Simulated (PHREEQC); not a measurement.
A solution holds 0.18 mol CaCl2 and 0.00029 mol Na2HPO4 per kg of water, at 89 °C. Closed to the air; pH follows from the charge balance.

Model: ion-association model, wateq4f.dat, run in PHREEQC.

**Question.** The ionic strength comes out as 0.540 mol/kgw. What activity coefficients do OH-, Cl-, HPO4-2, H2PO4-, CaH2PO4+ get?

**Answer.** OH- 0.59, Cl- 0.60, HPO4-2 0.17, H2PO4- 0.66, CaH2PO4+ 0.66.

This is a speciation only: nothing precipitates in the calculation. Examples of supersaturated solids here: Hydroxyapatite. Others may be too. H3PO4, which wateq4f.dat lacks, is added to it with the constant of phreeqc.dat. At this temperature some constants are extrapolated from 25 °C, and those without enthalpy data are left unchanged.
